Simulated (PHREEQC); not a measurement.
NaOH is added in steps, without added water, to 1 kg of water holding 0.017 mol HCl, 0.0016 mol CuSO4 and 0.1 mol NiSO4, at 25 °C. O2 is buffered at 0.21 atm. No CO2 enters from the air. No solid was allowed to form.

Base run: PHREEQC, ion-association model, wateq4f.dat. Each further column changes one thing. The table gives Cu+2 (mol/kgw).

```
NaOH added (mol)      base  CuSO4 from 0.0016 to 0.0024 mol/kgw  NiSO4 left out  NiSO4 replaced by KHSO4 at the same molality  solids may form
----------------  --------  -----------------------------------  --------------  --------------------------------------------  ---------------
0                 0.000874                              0.00131         0.00148                                      0.000953         0.000874
0.03125            1.10e-7                              2.03e-7        1.60e-13                                      0.000889          2.14e-5
0.0625             1.84e-8                              2.91e-8        1.02e-14                                      0.000827          1.81e-5
0.09375            7.94e-9                              1.23e-8               0                                      0.000771          1.49e-5
0.125              4.16e-9                              6.43e-9               0                                      2.58e-12          1.17e-5
0.1562             2.27e-9                              3.52e-9               0                                      3.50e-14          8.49e-6
0.1875             1.18e-9                              1.84e-9               0                                             0          4.98e-6
0.2188            5.20e-10                             8.20e-10               0                                             0          2.64e-7
0.25              1.55e-10                             2.51e-10               0                                             0                0
```

In at least one series the solution becomes supersaturated in solids that the run did not let form, among them Cu(OH)2, Brochantite, Antlerite, Atacamite, Ni(OH)2. The database's constant for dissolved Cu(OH)2 is higher than later reviews accept. The database's Ni(OH)2 is the aged solid; a fresh precipitate is more soluble. Solids allowed in the column 'solids may form': Cu(OH)2, Brochantite, Antlerite, Atacamite, Ni(OH)2, Ni4(OH)6SO4, Halite, Mirabilite, Chalcanthite, Morenosite.
